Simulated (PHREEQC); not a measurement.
Dissolve 130 mmol/kgw NH4HCO3 and 0.093 mmol/kgw Na2SeO4 at 64 °C. Closed to the air; pH follows from the charge balance.

Equilibrium calculation in PHREEQC: ion-association model, wateq4f.dat.

Precipitation was switched off in this run.

Problem. What pH, ionic strength does the model give?

Solution. pH 7.23; ionic strength 0.121 mol/kgw.

Problem. In which forms is N present?

Solution. NH4+ 92 %, NH3 7.7 % of the N.

Carbamate, which ammonia and carbonate form, is missing from the database. Away from 25 °C the constants follow the database's enthalpies or fits; those with neither stay at their 25 °C values.
